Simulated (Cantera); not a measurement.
# Boron, boron nitride and boron oxide: B + H2 + NH3

Feed: 1 mol B, 21 mol H2, 0.66 mol NH3, at 1000 Pa.

Method: chemical equilibrium by Gibbs-energy minimisation in Cantera with the NASA 1993 tables (ideal gas, pure condensed phases). Candidate condensed phases: B, BN; 15 gas species. Mutual solubility and eutectic melting of coexisting phases are not modelled. The tables' values for BH2 are old estimates; treat these amounts as uncertain. Equilibrium is a limit: real reactors are often held back by kinetics, nucleation or transport.

From 1348 K to 1948 K the condensed part is B(s) + BN(s).

```csv
T (K),x H2,x H,x N2,x BH2,x B,n B(s),n BN(s)
1348,1.000,2.31e-5,5.94e-9,1.71e-6,1.25e-12,0.340,0.660
1398,1.000,4.73e-5,2.93e-8,3.18e-6,7.41e-12,0.340,0.660
1448,1.000,9.22e-5,1.29e-7,5.66e-6,3.89e-11,0.340,0.660
1498,1.000,0.000172,5.17e-7,9.68e-6,1.82e-10,0.340,0.660
1548,1.000,0.000308,1.89e-6,1.60e-5,7.73e-10,0.340,0.660
1598,0.999,0.000532,6.34e-6,2.56e-5,2.99e-9,0.340,0.660
1648,0.999,0.000890,1.98e-5,3.97e-5,1.07e-8,0.340,0.659
1698,0.998,0.00144,5.77e-5,6.00e-5,3.53e-8,0.341,0.657
1748,0.997,0.00228,0.000158,8.86e-5,1.09e-7,0.345,0.653
1798,0.996,0.00351,0.000410,0.000128,3.15e-7,0.355,0.642
1848,0.994,0.00528,0.00101,0.000180,8.60e-7,0.380,0.615
1898,0.990,0.00778,0.00236,0.000250,2.22e-6,0.439,0.555
1948,0.983,0.0112,0.00530,0.000339,5.48e-6,0.568,0.424
```
x: gas mole fraction; n: condensed amount in mol.
